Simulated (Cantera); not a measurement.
# Ignition delay

Mixture: 3.07 % CH₄, 0.157 % H₂, 13.0 % O₂, 82.9 % N₂, 0.860 % H₂O, equivalence ratio 0.48, at 101000 Pa, adiabatic and at constant volume. Ignition delay is the time to a rise of 400 K.

Cantera simulation using GRI-Mech 3.0 (53 species, 325 reactions); the numbers are that mechanism's predictions, not measurements.

| T0 (K) | delay (ms) |
|---|---|
| 1125 | 76.9 |
| 1200 | 29.2 |
| 1275 | 11.5 |
| 1350 | 4.80 |
| 1425 | 2.17 |
| 1500 | 1.07 |
| 1575 | 0.575 |
| 1650 | 0.332 |
| 1725 | 0.203 |

```json
{
  "apparent activation energy between 1575 and 1725 K": "160 kJ/mol"
}
```
